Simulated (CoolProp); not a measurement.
A simple Rankine cycle with toluene: condensing at 297.15 K, boiler at 0.152 MPa, turbine inlet 438.7 K, turbine efficiency 0.85, pump efficiency 0.7, no recuperator. Each further row changes one setting.

Computed with CoolProp (reference Helmholtz-energy equation of state, Lemmon 2006). It is a short technical equation, of lower accuracy than the large ones.

```csv
case,thermal efficiency (%),net work (kJ/kg),heat in (kJ/kg),turbine exit temperature (K),volume ratio over the turbine
as stated,18.3,111,606,362.1,36.1
turbine inlet 458.7 K,18.3,117,640,382.2,36.2
condensing temperature 289.15 K,19.7,122,619,353.7,?
boiler pressure 0.106 MPa,?,102,607,369.8,25.4
turbine efficiency 0.75,?,97.9,606,371.5,37.0
```

### Question
Fill in the missing entries.

### Answer

- condensing temperature 289.15 K, volume ratio over the turbine: 54.2
- boiler pressure 0.106 MPa, thermal efficiency (%): 16.8
- turbine efficiency 0.75, thermal efficiency (%): 16.2
